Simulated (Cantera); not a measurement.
Mixture: CH₄ : O₂ : N₂ = 1 : 1.11 : 4.18 (molar parts), equivalence ratio 1.8, at 9.87 atm, adiabatic and at constant pressure. Ignition delay is the time to a rise of 400 K.

Model: GRI-Mech 3.0 (53 species, 325 reactions), integrated in Cantera.

Question: Predict: delay at 1123 K; delay at 1323 K; delay at 1523 K; delay at 1723 K; delay at 1923 K; apparent activation energy between 1723 and 1923 K.

Answer: 
```json
{
 "delay at 1123 K": "17.5 ms",
 "delay at 1323 K": "1.54 ms",
 "delay at 1523 K": "0.197 ms",
 "delay at 1723 K": "33.2 µs",
 "delay at 1923 K": "8.05 µs",
 "apparent activation energy between 1723 and 1923 K": "200 kJ/mol"
}
```
